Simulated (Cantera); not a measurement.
Input: 1 mol n-butane, 85 mol H₂, 14 mol N₂, 0.064 mol H₂O, held at 750 Torr.

Equilibrium computed with Cantera from the NASA thermochemical tables; the gas is ideal and each condensed phase is pure. Candidate condensed phases: C, C₆H₆, C₇H₈, C₈H₁₈, H₂O; 136 gas species. Rates play no part.

Q: At 1125 K, list the 5 most abundant gas species with their mole fractions, and the condensed phases.

A: H₂ 0.842, N₂ 0.137, CH₄ 0.0204, CO 0.000595, NH₃ 7.94e-5. Condensed: C(graphite).
